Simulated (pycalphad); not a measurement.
CALPHAD calculation (pycalphad, COST 507 light-alloy database (1999)), 1 atm. The database dates from 1999; later assessments differ in places, in temperatures and in the compounds included. Kinetics are ignored, which matters at the lower temperatures.

Molar enthalpy of Si-1.8Y (at.%) in equilibrium (SER reference):

```
T (K)  H (kJ/mol)               phases
-----  ----------  -------------------
2450       104.23               LIQUID
2300       100.11               LIQUID
2150        95.99               LIQUID
2000        91.87               LIQUID
1850        87.74               LIQUID
1775        85.68               LIQUID
1700        83.62               LIQUID
1550        38.61  DIAMOND_A4 + LIQUID
1475        26.10  DIAMOND_A4 + SI2Y_R
1400        23.98  DIAMOND_A4 + SI2Y_R
1250        19.80  DIAMOND_A4 + SI2Y_R
1100        15.72  DIAMOND_A4 + SI2Y_R
950         11.74  DIAMOND_A4 + SI2Y_R
800          7.87  DIAMOND_A4 + SI2Y_R
650          4.12  DIAMOND_A4 + SI2Y_R
500          0.51  DIAMOND_A4 + SI2Y_R
```

Cooling from 1700 K to 1475 K, across the freezing range, releases 57.5 kJ/mol, or 1970 J/g. The slope is 27 J/(mol K) in the liquid and 28 J/(mol K) just below the solidus, where it includes any heat of precipitation. Liquidus 1674 K, solidus 1485 K. Changes were sought between steps of 75 K, so a narrower field can be missed.

Database names, with the compositions (at.%) that they take in these runs: SI2Y_R: Si 67 Y 33. DIAMOND_A4 is diamond (Si).
